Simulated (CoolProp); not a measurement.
Vapour-liquid equilibrium of R152A (1) + isobutene (2) at 18.45 °C; x and y are mole fractions of (1).

Computed with CoolProp (multi-fluid Helmholtz-energy mixture model, Outcalt 1996 and Lemmon 2005; pair parameters Bell 2016).

```
x      bubble pressure (MPa)  y at the bubble point  dew pressure at overall composition x (MPa)  liquid density (mol/L)
-----  ---------------------  ---------------------  -------------------------------------------  ----------------------
0.05                  0.2901                  0.172                                       0.2597                   10.73
0.125                 0.3396                  0.331                                       0.2777                   10.87
0.2                   0.3774                  0.431                                       0.2980                   11.03
0.275                 0.4067                  0.502                                       0.3208                   11.20
0.35                  0.4298                  0.558                                       0.3465                   11.39
0.425                 0.4483                  0.604                                       0.3750                   11.59
0.5                   0.4632                  0.645                                       0.4057                   11.81
0.575                 0.4754                  0.685                                       0.4368                   12.04
0.65                  0.4852                  0.725                                       0.4648                   12.30
0.725                 0.4925                  0.768                                       0.4852                   12.59
0.8                   0.4971                  0.816                                       0.4960                   12.90
0.875                 0.4983                  0.872                                       0.4983                   13.23
0.95                  0.4948                  0.942                                       0.4941                   13.60
```

y crosses x between x = 0.8 and 0.875: the model has an azeotrope there.

The pair parameters rest on a limited set of measurements; away from them the model extrapolates.
